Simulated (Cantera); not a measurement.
Input (Python, Cantera) and output of one run.

```python
import numpy as np
import cantera as ct

gas_names = [...]  # 131 gases of nasa_gas.yaml made of C, H, O
cond_names = """
    C(gr) C6H6(L) C7H8(L) C8H18(L),n-octa H2O(s) H2O(L)
""".split()


# ... load() reads the species with a 1 bar reference pressure and builds the phases ...
atoms = {
    'CO2': {'C': 1, 'O': 2},
    'H2': {'H': 2},
    'O2': {'O': 2},
}
top_T = {'C(gr)': 4500}  # K; cautious upper limits of use, not melting points


# ... equilibrate(T, P, feed) seeds the gas with the atoms and calls Mixture.equilibrate('TP', solver="vcs", rtol=1e-11, max_steps=5000) ...
results = []
feed = {'CO2': 1, 'H2': 0.057, 'O2': 0.26}  # mol
P = 950000  # Pa
for T in [2000, 2250, 2500, 2750, 3000, 3250, 3500, 3750, 4000, 4250, 4500, 4750, 5000]:
    mix = equilibrate(T, P, feed)
    results.append((T, P, feed, dict(zip(mix.species_names, mix.species_moles))))

top = {s: max(r[3][s] / sum(r[3][g] for g in gas_names) for r in results) for s in gas_names}
cols = sorted((s for s in top if top[s] > 1e-06), key=lambda s: -top[s])[:6]
seen = [c for c in cond_names if any(r[3].get(c, 0) > 1e-12 for r in results)]
print("log10 of partial pressures in bar; condensed amounts in mol")
print(f"{'T/K':>10s}" + "".join(f"{s[:9]:>10s}" for s in cols + seen))
for T, P, feed, n in results:
    ng = sum(n[g] for g in gas_names)
    print(f"{T:10.4g}" + "".join(f"{np.log10(max(n[s] / ng * P / 1e5, 1e-99)):10.3f}" for s in cols)
          + "".join(f"{n.get(c, 0):10.4g}" for c in seen))
```

It prints:

```
log10 of partial pressures in bar; condensed amounts in mol
       T/K       CO2         O        CO        O2       H2O         H
      2000     0.867    -3.058    -2.128     0.232    -0.381    -4.807
      2250     0.863    -2.316    -1.328     0.235    -0.389    -3.788
      2500     0.850    -1.716    -0.706     0.246    -0.411    -2.979
      2750     0.814    -1.215    -0.235     0.275    -0.456    -2.335
      3000     0.741    -0.786     0.102     0.320    -0.538    -1.825
      3250     0.623    -0.422     0.328     0.361    -0.673    -1.426
      3500     0.461    -0.118     0.468     0.379    -0.870    -1.119
      3750     0.262     0.129     0.546     0.360    -1.134    -0.891
      4000     0.033     0.322     0.583     0.298    -1.461    -0.728
      4250    -0.215     0.466     0.593     0.192    -1.835    -0.614
      4500    -0.474     0.568     0.590     0.044    -2.243    -0.536
      4750    -0.734     0.635     0.582    -0.136    -2.666    -0.484
      5000    -0.987     0.677     0.574    -0.337    -3.092    -0.450
```

Method: chemical equilibrium by Gibbs-energy minimisation in Cantera with the NASA 1993 tables (ideal gas, pure condensed phases).
